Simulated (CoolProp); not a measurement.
A simple Rankine cycle with n-octane: condensing at 327.15 K, boiler at 0.956 MPa, turbine inlet 509.5 K, turbine efficiency 0.9, pump efficiency 0.6, no recuperator. Each further row changes one setting.

Computed with CoolProp (reference Helmholtz-energy equation of state, Beckmüller 2019).

```
case                             thermal efficiency (%)  net work (kJ/kg)  heat in (kJ/kg)  turbine exit temperature (K)  volume ratio over the turbine
-------------------------------  ----------------------  ----------------  ---------------  ----------------------------  -----------------------------
as stated                                             ?                 ?              705                         437.6                            137
turbine inlet 529.5 K                              18.8               143              762                         459.0                            130
condensing temperature 319.15 K                       ?               146                ?                         433.0                            196
boiler pressure 0.669 MPa                          18.0               130              719                             ?                           86.8
turbine efficiency 0.8                                ?               120              705                         444.3                            139
```

### Question
Some entries are withheld; supply them.

### Answer

- as stated, thermal efficiency (%): 19.2
- as stated, net work (kJ/kg): 135
- condensing temperature 319.15 K, thermal efficiency (%): 20.1
- condensing temperature 319.15 K, heat in (kJ/kg): 724
- boiler pressure 0.669 MPa, turbine exit temperature (K): 446.2
- turbine efficiency 0.8, thermal efficiency (%): 17.0
